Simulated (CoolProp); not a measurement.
A single-stage vapour-compression cycle with tetrahydrofuran: evaporating at 300.15 K (dew point), condensing at 338.15 K (bubble point), superheat 2 K, subcooling 5 K, compressor efficiency 0.9, no pressure losses. Each further row changes one setting.

Computed with CoolProp (reference Helmholtz-energy equation of state, Fiedler 2023).

| case | cooling COP | pressure ratio | discharge temperature (K) | refrigerating effect (kJ/kg) | volumetric capacity (kJ/m³) |
|---|---|---|---|---|---|
| as stated | 6.61 | 4.17 | 353.3 | 387 | 265 |
| evaporating temperature 305.15 K | 7.84 | (withheld) | 350.8 | 392 | 327 |
| condensing temperature 333.15 K | (withheld) | 3.53 | 347.4 | 396 | 271 |
| subcooling 10 K | (withheld) | 4.17 | 353.3 | 396 | 271 |
| superheat 12 K | (withheld) | 4.17 | (withheld) | (withheld) | 263 |
| compressor efficiency 0.8 | 5.88 | 4.17 | (withheld) | 387 | 265 |

### Question
What belongs in the gaps?

### Answer

- evaporating temperature 305.15 K, pressure ratio: 3.37
- condensing temperature 333.15 K, cooling COP: 7.72
- subcooling 10 K, cooling COP: 6.77
- superheat 12 K, cooling COP: 6.59
- superheat 12 K, discharge temperature (K): 363.0
- superheat 12 K, refrigerating effect (kJ/kg): 398
- compressor efficiency 0.8, discharge temperature (K): 358.9
